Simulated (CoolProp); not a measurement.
Hydrogen chloride along the isotherm 363.9 K: fugacity coefficient from the reference equation and from simpler models built on Tc = 324.7 K, pc = 8314 kPa, ω = 0.130; each cubic takes its own stable root.

Computed with CoolProp (reference Helmholtz-energy equation of state, Thol 2018).

```
p (kPa)          phase  reference  van der Waals  Redlich-Kwong
-------  -------------  ---------  -------------  -------------
5540               gas     0.8345         0.8526         0.8437
11100    supercritical     0.6861         0.7034         0.6974
16600    supercritical     0.5575         0.5714         0.5725
22200    supercritical     0.4683         0.4951         0.4909
27700    supercritical     0.4138         0.4524         0.4415
33300    supercritical     0.3772         0.4268         0.4089
38800    supercritical     0.3526         0.4124         0.3875
44300    supercritical     0.3353         0.4051         0.3731
49900    supercritical     0.3227         0.4030         0.3635
55400    supercritical     0.3141         0.4049         0.3577
61000    supercritical     0.3081         0.4101         0.3547
66500    supercritical     0.3044         0.4181         0.3539
72100    supercritical     0.3024         0.4286         0.3550
77600    supercritical     0.3019         0.4413         0.3577
83100    supercritical     0.3026         0.4560         0.3618
```
